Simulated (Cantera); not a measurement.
Charge: 1 mol Zr, 0.65 mol N2O, held at 798.15 K and 2.30 bar.

Method: chemical equilibrium by Gibbs-energy minimisation in Cantera with the NASA 1993 tables (ideal gas, pure condensed phases). Candidate condensed phases: Zr, ZrN, ZrO2; 13 gas species. ZrN: taken at fixed stoichiometry. Condensed phases not in the tables: solid solutions among these carbides, nitrides and lower oxides. Kinetics and transport are ignored.

Q: What is the equilibrium state?

A: 
```
Quantity                              Result
--------------------------------  ----------
x(N2)                                   1.00
n(ZrN(s))                          0.675 mol
n(ZrO2(monoclinic))                0.325 mol
gas amount                        0.3125 mol
log10 activity of Zr(α) (absent)      -19.16
```
